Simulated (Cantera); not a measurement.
An adiabatic, constant-volume homogeneous reactor starts with 5.07 % C₃H₈, 19.5 % O₂, 73.5 % N₂, 1.98 % H₂O, equivalence ratio 1.3, at 1623 K and 7500 Torr.

Computed with Cantera and GRI-Mech 3.0 (53 species, 325 reactions). GRI-Mech 3.0 was tuned for natural gas; its chemistry of propane as a main component is partial and can be far from experiment. Above 3000 K some thermodynamic fits are extrapolated.

Predict: time of steepest temperature rise; temperature at 0.200 s; equilibrium temperature; x(O₂) at 0.200 s; x(H₂O) at 0.200 s; x(CO) at 0.200 s; x(NO) at 0.200 s; x(NO₂) at 0.200 s.

time of steepest temperature rise: 6.17 µs
temperature at 0.200 s: 3214 K
equilibrium temperature: 3214 K
x(O₂) at 0.200 s: 0.00503 (gas-phase equilibrium 0.00503)
x(H₂O) at 0.200 s: 0.143 (gas-phase equilibrium 0.143)
x(CO) at 0.200 s: 0.0895 (gas-phase equilibrium 0.0895)
x(NO) at 0.200 s: 0.00851 (gas-phase equilibrium 0.00851)
x(NO₂) at 0.200 s: 3.14e-6 (gas-phase equilibrium 3.14e-6)
